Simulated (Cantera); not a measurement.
Feed: 1 mol Si3N4, 0.0066 mol H2O, 11 mol H2, held at 1377 °C and 0.210 Torr.

Equilibrium computed with Cantera from the NASA thermochemical tables; the gas is ideal and each condensed phase is pure. Candidate condensed phases: H2O, Si, SiO2, Si2N2O, Si3N4; 35 gas species. The numbers say what is thermodynamically allowed, not how fast it happens.

Base state: H2 0.840, N2 0.153, H 0.00498, Si 0.000957, SiO 0.000505, SiH 2.68e-5 (mole fractions); condensed: Si(s).

Task: What changes in the equilibrium state with this change: temperature from 1377 °C to 1750 °C?

Result: 
| species | before | after |
|---|---|---|
| H2 | 0.840 | 0.614 |
| Si | 0.000957 | 0.173 |
| N2 | 0.153 | 0.120 |
| H | 0.00498 | 0.0889 |
| Si2 | 3.23e-6 | 0.00161 |
| Si3 | 7.68e-7 | 0.000291 |
| SiN | 4.50e-6 | 0.000247 |
| SiH | 2.68e-5 | 0.00146 |
| Si(s), mol | 2.98 | 0 |
The tables' values for SiN are old estimates; treat these amounts as uncertain. Gases not in the tables: Si2H6 and higher silanes.

Task: What changes in the equilibrium state with this change: Si3N4 replaced by Si?

Result: 
```csv
species,before,after
H2,0.840,0.993
H,0.00498,0.00541
Si,0.000957,0.000957
N2,0.153,0
SiO,0.000505,0.000597
SiH,2.68e-5,2.91e-5
"Si(s), mol",2.98,0.982
```

Task: What changes in the equilibrium state with this change: H2O from 0.0066 to 0.16 mol?

Result: 
```
species       before     after
----------  --------  --------
H2             0.840     0.832
N2             0.153     0.150
SiO         0.000505    0.0120
SiH          2.68e-5   2.67e-5
H            0.00498   0.00495
Si          0.000957  0.000957
Si(s), mol      2.98      2.83
```
